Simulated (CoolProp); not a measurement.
Vapour-liquid equilibrium of carbon dioxide (1) + ethane (2) at -44.05 °C; x and y are mole fractions of (1).

Values from CoolProp's multi-fluid Helmholtz-energy mixture model, Span 1996 and Bücker 2006; pair parameters Kunz 2012.

```json
[
 {"x": "0.05", "bubble pressure, mixture model (kPa)": "754.9", "bubble pressure, Raoult's law (kPa)": "688.4", "y, mixture model": "0.130", "y, Raoult's law": "0.063"},
 {"x": "0.125", "bubble pressure, mixture model (kPa)": "851.2", "bubble pressure, Raoult's law (kPa)": "702.1", "y, mixture model": "0.270", "y, Raoult's law": "0.154"},
 {"x": "0.2", "bubble pressure, mixture model (kPa)": "927.6", "bubble pressure, Raoult's law (kPa)": "715.9", "y, mixture model": "0.368", "y, Raoult's law": "0.241"},
 {"x": "0.275", "bubble pressure, mixture model (kPa)": "985.8", "bubble pressure, Raoult's law (kPa)": "729.7", "y, mixture model": "___", "y, Raoult's law": "0.325"},
 {"x": "0.35", "bubble pressure, mixture model (kPa)": "___", "bubble pressure, Raoult's law (kPa)": "743.4", "y, mixture model": "0.495", "y, Raoult's law": "0.406"},
 {"x": "0.425", "bubble pressure, mixture model (kPa)": "1057", "bubble pressure, Raoult's law (kPa)": "757.2", "y, mixture model": "0.540", "y, Raoult's law": "0.484"},
 {"x": "0.5", "bubble pressure, mixture model (kPa)": "1076", "bubble pressure, Raoult's law (kPa)": "771.0", "y, mixture model": "___", "y, Raoult's law": "0.560"},
 {"x": "0.575", "bubble pressure, mixture model (kPa)": "1085", "bubble pressure, Raoult's law (kPa)": "784.8", "y, mixture model": "0.609", "y, Raoult's law": "0.632"},
 {"x": "0.65", "bubble pressure, mixture model (kPa)": "1087", "bubble pressure, Raoult's law (kPa)": "798.5", "y, mixture model": "0.640", "y, Raoult's law": "0.702"},
 {"x": "0.725", "bubble pressure, mixture model (kPa)": "1081", "bubble pressure, Raoult's law (kPa)": "812.3", "y, mixture model": "0.673", "y, Raoult's law": "0.770"},
 {"x": "0.8", "bubble pressure, mixture model (kPa)": "1064", "bubble pressure, Raoult's law (kPa)": "826.1", "y, mixture model": "0.714", "y, Raoult's law": "0.836"},
 {"x": "0.875", "bubble pressure, mixture model (kPa)": "1027", "bubble pressure, Raoult's law (kPa)": "839.8", "y, mixture model": "0.774", "y, Raoult's law": "0.899"},
 {"x": "0.95", "bubble pressure, mixture model (kPa)": "951.5", "bubble pressure, Raoult's law (kPa)": "853.6", "y, mixture model": "0.877", "y, Raoult's law": "0.960"}
]
```

### Question
Fill in the missing entries.

### Answer

- 0.275, y, mixture model: 0.440
- 0.35, bubble pressure, mixture model (kPa): 1028
- 0.5, y, mixture model: 0.576

The largest gap from Raoult's law is +39.6 % in bubble pressure, at x = 0.425. y crosses x between x = 0.575 and 0.65: the model has an azeotrope there.

Pair parameters are fitted to limited data, so mixtures are less certain than the pure fluids.
